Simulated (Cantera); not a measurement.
Input: 1 mol C2H4, 0.81 mol O2, 2.2 mol H2, equilibrated at 2750 K.

Cantera equilibrium calculation (NASA polynomials, part measured and part estimated; ideal gas, pure solids and liquids). Candidate condensed phases: C, C6H6, C7H8, C8H18, H2O; 110 gas species. The ideal-gas law is rough above about 30 bar. Rates play no part.

Question: What share of the C ends up in condensed phases as a function of P (Pa), at 10, 72, 520, 3700, 27000, 190000, 1400000, 10000000?

Answer: 
```tsv
P (Pa)	C condensed (%)	as
10	0.0	-
72	0.0	-
520	7.0	C(graphite)
3700	8.5	C(graphite)
27000	7.8	C(graphite)
190000	7.4	C(graphite)
1400000	7.0	C(graphite)
10000000	5.5	C(graphite)
```
